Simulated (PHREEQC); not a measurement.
Ultrapure water in contact with air or piping: an equilibrium model

Synthetic water in mmol/kgw, 25 °C, pH 5.83, pe 8.4:

```csv
constituent,mmol/kgw
Na,0.000667
K,7.78e-05
Ca,0.00571
Mg,0.00338
Cl,0.00147
S(6),0.0011
Alkalinity (meq/kgw),0.0159
Li,3.17e-05
```

Valence states are taken as typed.

Equilibrium calculation in PHREEQC: ion-association model, wateq4f.dat.

Precipitation was switched off in this run.

What charge-balance error does the model give?

charge-balance error -1.5 %.

In which forms is C present?

CO2 77 %, HCO3- 23 % of the C.

Species that the database lacks are ignored.
